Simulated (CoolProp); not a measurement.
Methane along the isotherm 117.4 K: fugacity coefficient from the reference equation and from simpler models built on Tc = 190.6 K, pc = 4599 kPa, ω = 0.011; each cubic takes its own stable root.

Model: reference Helmholtz-energy equation of state, Setzmann 1991, in CoolProp.

```
p (kPa)   phase  reference  van der Waals  Redlich-Kwong  Soave-Redlich-Kwong
-------  ------  ---------  -------------  -------------  -------------------
230      liquid     0.6591         0.9546            [?]               0.6501
460      liquid     0.3325         0.9090         0.2629                  [?]
690      liquid     0.2237         0.6195         0.1769               0.2207
920      liquid     0.1693         0.4708         0.1338               0.1671
1150     liquid     0.1367         0.3817         0.1081                  [?]
1380     liquid     0.1150         0.3223        0.09086               0.1134
1610     liquid    0.09944         0.2800        0.07859                  [?]
1840     liquid    0.08781            [?]        0.06939              0.08665
2070     liquid    0.07876         0.2236        0.06224              0.07773
2300     liquid        [?]         0.2039        0.05652                  [?]
```

Q: Complete the blanks.

A: 
- 230, Redlich-Kwong: 0.5211
- 460, Soave-Redlich-Kwong: 0.3281
- 1150, Soave-Redlich-Kwong: 0.1349
- 1610, Soave-Redlich-Kwong: 0.09813
- 1840, van der Waals: 0.2482
- 2300, reference: 0.07154
- 2300, Soave-Redlich-Kwong: 0.07060

At some of these states van der Waals gives the other phase, because its saturation line lies elsewhere.
